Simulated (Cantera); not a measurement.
# Chemical vapour transport: Si + Br2 + H2

Input: 1 mol Si, 0.032 mol Br2, 1.2 mol H2, equilibrated at 1.00 bar.

These are equilibrium values from Cantera (NASA tables, ideal gas, pure condensed phases), not measurements of a reactor. Candidate condensed phases: Br2, Si; 19 gas species. The tables' values for SiBr3 are old estimates; treat these amounts as uncertain. Kinetics and transport are ignored.

From 750 K to 1400 K the condensed part is Si(s). The main Si-bearing gas is SiBr4 at 750 K and SiBr2 at 1400 K.

| T (K) | x H2 | x HBr | x SiBr4 | x SiBr2 | x SiHBr3 | x SiH2Br2 | x SiBr3 | x Br | n Si(s) |
|---|---|---|---|---|---|---|---|---|---|
| 750 | 0.985 | 0.000961 | 0.0107 | 4.24e-7 | 0.00270 | 0.000315 | 1.19e-6 | 8.60e-12 | 0.983 |
| 800 | 0.985 | 0.00183 | 0.0104 | 1.92e-6 | 0.00279 | 0.000348 | 3.44e-6 | 7.45e-11 | 0.983 |
| 850 | 0.984 | 0.00322 | 0.0100 | 7.19e-6 | 0.00284 | 0.000377 | 8.67e-6 | 4.99e-10 | 0.984 |
| 900 | 0.982 | 0.00527 | 0.00948 | 2.29e-5 | 0.00284 | 0.000399 | 1.94e-5 | 2.69e-9 | 0.984 |
| 950 | 0.980 | 0.00813 | 0.00876 | 6.37e-5 | 0.00277 | 0.000413 | 3.89e-5 | 1.21e-8 | 0.985 |
| 1000 | 0.977 | 0.0119 | 0.00784 | 0.000156 | 0.00263 | 0.000417 | 7.05e-5 | 4.63e-8 | 0.986 |
| 1050 | 0.973 | 0.0165 | 0.00672 | 0.000341 | 0.00241 | 0.000409 | 0.000116 | 1.54e-7 | 0.988 |
| 1100 | 0.969 | 0.0218 | 0.00541 | 0.000665 | 0.00210 | 0.000387 | 0.000172 | 4.50e-7 | 0.989 |
| 1150 | 0.965 | 0.0273 | 0.00401 | 0.00116 | 0.00172 | 0.000349 | 0.000228 | 1.17e-6 | 0.991 |
| 1200 | 0.961 | 0.0326 | 0.00268 | 0.00181 | 0.00129 | 0.000297 | 0.000267 | 2.71e-6 | 0.992 |
| 1250 | 0.958 | 0.0368 | 0.00158 | 0.00252 | 0.000885 | 0.000237 | 0.000275 | 5.67e-6 | 0.993 |
| 1300 | 0.955 | 0.0396 | 0.000830 | 0.00316 | 0.000557 | 0.000178 | 0.000251 | 1.08e-5 | 0.994 |
| 1350 | 0.954 | 0.0411 | 0.000406 | 0.00365 | 0.000331 | 0.000129 | 0.000211 | 1.89e-5 | 0.994 |
| 1400 | 0.953 | 0.0418 | 0.000194 | 0.00402 | 0.000193 | 9.22e-5 | 0.000169 | 3.14e-5 | 0.994 |
x: gas mole fraction; n: condensed amount in mol.
